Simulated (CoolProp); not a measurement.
Vapour-liquid equilibrium of R22 (1) + R134a (2) at 0.0335 bar; x and y are mole fractions of (1).

Model: multi-fluid Helmholtz-energy mixture model, Kamei 1995 and Tillner-Roth 1994; pair parameters Bell 2016, in CoolProp.

### Question
Give the bubble temperature and the first vapour's composition at x = 0.05, 0.2, 0.95. Is there an azeotrope?

### Answer
x = 0.05: -82.6 °C, y = 0.162; x = 0.2: -86.0 °C, y = 0.469; x = 0.95: -94.0 °C, y = 0.980. No azeotrope shows between x = 0.05 and 0.95.

Pair parameters are fitted to limited data, so mixtures are less certain than the pure fluids.
